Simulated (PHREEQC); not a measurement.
Dissolve 0.04 mol CuCl2, 0.035 mol HNO3 and 0.0024 mol FeCl3 per kg of water at 46 °C. Closed to the air; pH follows from the charge balance.

The numbers come from PHREEQC with the ion-association model, phreeqc.dat.

```tsv
quantity	before	after
pH	1.55	1.55
ionic strength (mol/kgw)	0.152	0.158
Cl- (mol/kgw)	0.0792	0.0822
Cu+2 (mol/kgw)	0.0335	0.0364
CuCl+ (mol/kgw)	0.00636	0.00355
CuCl2 (mol/kgw)	0.000172	8.56e-5
```

What was changed between the two runs?
A) temperature from 46 to 50 °C
B) FeCl3 left out
C) temperature from 46 to 30 °C
D) HNO3 replaced by Mg(NO3)2 at the same molality
E) diluted 5-fold with water

C, temperature from 46 to 30 °C

No solid was allowed to form. Some of these states are supersaturated (in Hematite (slow to form), Goethite (slow to form), for instance). At this temperature some constants are extrapolated from 25 °C, and those without enthalpy data are left unchanged.
